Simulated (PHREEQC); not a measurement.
Synthetic water in mg/L, 25 °C, pH 6.29, pe 9.7:

| constituent | mg/L |
|---|---|
| Na | 696 |
| K | 222 |
| Ca | 444 |
| Mg | 516 |
| Cl | 144 |
| S(6) as SO4 | 3870 |
| Alkalinity as HCO3 | 628 |
| N(5) as NO3 | 18.8 |
| Pb | 3.98 |

Valence states are taken as typed.

Model: ion-association model, wateq4f.dat, run in PHREEQC.

Precipitation was switched off in this run.

Task: Order these Pb species by the share of Pb that they hold, largest first: PbHCO3+, PbSO4, Pb+2, Pb(SO4)2-2, PbCO3.

Result: PbCO3 (41 %), PbHCO3+ (27 %), PbSO4 (18 %), Pb+2 (10 %), Pb(SO4)2-2 (2.4 %)

Task: Order these Mg species by the share of Mg that they hold, largest first: Mg+2, MgSO4, MgHCO3+.

Result: Mg+2 (54 %), MgSO4 (44 %), MgHCO3+ (2.4 %)

The pH is 6.29 and the ionic strength 0.112 mol/kgw. The solution is supersaturated, for example in Cerrusite, so a real one may precipitate; this is no full list. Complexes and solids missing from the database can't appear.
